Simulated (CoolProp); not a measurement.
Vapour-liquid equilibrium of isopentane (1) + toluene (2) at 2.52 bar; x and y are mole fractions of (1).

Model: multi-fluid Helmholtz-energy mixture model, Lemmon 2006 and Lemmon 2006; pair parameters Bell 2016, in CoolProp.

| x | bubble temperature (°C) | y at the bubble point | dew temperature at overall composition x (°C) | liquid density (mol/L) |
|---|---|---|---|---|
| 0.05 | 133.4 | 0.284 | 144.1 | 8.146 |
| 0.125 | 117.0 | 0.558 | 140.9 | 8.262 |
| 0.2 | 104.1 | 0.714 | 137.5 | 8.338 |
| 0.275 | 94.1 | 0.805 | 133.8 | 8.379 |
| 0.35 | 86.5 | 0.860 | 129.9 | 8.392 |
| 0.425 | 80.6 | 0.895 | 125.6 | 8.385 |
| 0.5 | 75.9 | 0.919 | 121.0 | 8.362 |
| 0.575 | 72.1 | 0.937 | 115.8 | 8.327 |
| 0.65 | 68.9 | 0.951 | 109.9 | 8.284 |
| 0.725 | 66.2 | 0.962 | 103.0 | 8.236 |
| 0.8 | 63.6 | 0.973 | 94.7 | 8.185 |
| 0.875 | 61.2 | 0.983 | 84.0 | 8.133 |
| 0.95 | 58.8 | 0.993 | 69.1 | 8.082 |

No azeotrope shows between x = 0.05 and 0.95.

Pair parameters are fitted to limited data, so mixtures are less certain than the pure fluids.
